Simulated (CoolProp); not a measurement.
Normal hydrogen at 293.15 K and 2.28 MPa flows at 8.4 m/s in a round tube of 20 mm bore and 15 µm roughness, fully developed (64/Re and Nu = 3.66 if laminar; Colebrook and Gnielinski if turbulent). Each further row changes one setting.

Computed with CoolProp (reference Helmholtz-energy equation of state, Leachman 2009).

| case | Reynolds number | Darcy friction factor | pressure drop (Pa/m) | heat-transfer coefficient (W/(m² K)) | mass flow (kg/h) |
|---|---|---|---|---|---|
| as stated | ___ | 0.0246 | 80.9 | 799 | ___ |
| velocity 16.8 m/s | 70900 | ___ | 291 | ___ | 35.3 |
| diameter 40 mm | 70900 | 0.0209 | ___ | ___ | 70.7 |

Task: Complete the blanks.

Result: 
- as stated, Reynolds number: 35500
- as stated, mass flow (kg/h): 17.7
- velocity 16.8 m/s, Darcy friction factor: 0.0222
- velocity 16.8 m/s, heat-transfer coefficient (W/(m² K)): 1450
- diameter 40 mm, pressure drop (Pa/m): 34.3
- diameter 40 mm, heat-transfer coefficient (W/(m² K)): 677

Viscosity comes from a separate model (Muzny 2013). Thermal conductivity comes from a separate model (Assael 2011).
